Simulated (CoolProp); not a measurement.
Vapour-liquid equilibrium of n-butane (1) + benzene (2) at 310.5 K; x and y are mole fractions of (1).

Model: multi-fluid Helmholtz-energy mixture model, Bücker 2006 and Thol 2012; pair parameters Bell 2016, in CoolProp.

| x | bubble pressure, mixture model (kPa) | bubble pressure, Raoult's law (kPa) | y, mixture model | y, Raoult's law |
|---|---|---|---|---|
| 0.05 | ___ | 38.32 | ___ | 0.458 |
| 0.125 | 76.61 | 63.03 | 0.743 | 0.697 |
| 0.2 | ___ | 87.73 | 0.831 | 0.801 |
| 0.275 | ___ | 112.4 | 0.877 | 0.859 |
| 0.35 | ___ | 137.1 | 0.905 | 0.896 |
| 0.425 | ___ | 161.8 | 0.924 | 0.922 |
| 0.5 | 213.5 | 186.6 | 0.938 | 0.941 |
| 0.575 | 234.5 | 211.3 | 0.950 | 0.956 |
| 0.65 | 254.2 | 236.0 | 0.959 | 0.968 |
| 0.725 | 273.3 | 260.7 | 0.967 | 0.977 |
| 0.8 | 292.6 | 285.4 | 0.975 | 0.985 |
| 0.875 | 312.9 | 310.1 | 0.984 | 0.991 |
| 0.95 | 335.0 | 334.8 | 0.993 | 0.997 |

### Question
What belongs in the gaps?

### Answer

- 0.05, bubble pressure, mixture model (kPa): 43.76
- 0.05, y, mixture model: 0.520
- 0.2, bubble pressure, mixture model (kPa): 108.4
- 0.275, bubble pressure, mixture model (kPa): 138.2
- 0.35, bubble pressure, mixture model (kPa): 165.7
- 0.425, bubble pressure, mixture model (kPa): 190.8

The largest gap from Raoult's law is +23.6 % in bubble pressure, at x = 0.2. No azeotrope shows between x = 0.05 and 0.95.

The pair parameters rest on a limited set of measurements; away from them the model extrapolates.
